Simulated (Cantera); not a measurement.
## Diamond growth

A diamond (100) surface in a fixed gas of H2 with x(CH4) = 0.0037, x(H) = 0.0018, at 1225 K, 0.0563 atm; coverages are run to steady state.

Computed with Cantera and the Harris–Goodwin 1993 mechanism for the reconstructed diamond (100) surface.

```
x(CH3)   growth (µm/h)  θ c6HH  θ c6H*  θ c6*H  θ c6**    θ c6HM
-------  -------------  ------  ------  ------  ------  --------
1e-06          0.00935   0.439  0.0404   0.492  0.0284   1.10e-5
2.5e-06         0.0234   0.439  0.0404   0.492  0.0284   2.74e-5
6.2e-06         0.0579   0.439  0.0404   0.492  0.0284   6.79e-5
1.5e-05          0.140   0.439  0.0404   0.492  0.0283  0.000164
3.8e-05          0.354   0.439  0.0403   0.492  0.0283  0.000415
9.5e-05          0.880   0.438  0.0403   0.491  0.0280   0.00103
0.00024           2.19   0.437  0.0401   0.490  0.0275   0.00259
0.00059           5.22   0.434  0.0398   0.486  0.0263   0.00624
0.0015            12.3   0.427  0.0391   0.477  0.0236    0.0151
```
θ: site fractions in the mechanism's names (c6HH fully hydrogenated, c6H* and c6*H radical sites, c6** diradical, c6HM methylated).
